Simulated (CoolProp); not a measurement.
Vapour-liquid equilibrium of propylene (1) + dimethyl ether (2) at 280.7 K; x and y are mole fractions of (1).

The numbers come from the multi-fluid Helmholtz-energy mixture model, Lemmon 2013 and Wu 2011; pair parameters Bell 2016 in CoolProp.

Q: Give the bubble pressure and the first vapour's composition at x = 0.05, 0.65, 0.8. Is there an azeotrope?

A: x = 0.05: 370.0 kPa, y = 0.109; x = 0.65: 617.3 kPa, y = 0.771; x = 0.8: 666.4 kPa, y = 0.870. No azeotrope shows between x = 0.05 and 0.95.

The pair parameters rest on a limited set of measurements; away from them the model extrapolates.
